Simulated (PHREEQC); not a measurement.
Make-up at 25 °C: 0.029 mol/kgw NaOH and 0.0012 mol/kgw H4SiO4. Closed to the air; pH follows from the charge balance.

Computed with PHREEQC (Pitzer model, pitzer.dat).

Problem. The ionic strength comes out as 0.0293 mol/kgw. What activity coefficients do Na+, OH-, H2SiO4-2, H3SiO4- get?

Solution. Na+ 0.85, OH- 0.85, H2SiO4-2 0.47, H3SiO4- 0.84. Single-ion values are on the MacInnes scale.

No solid was allowed to form. Species that the database lacks are ignored.
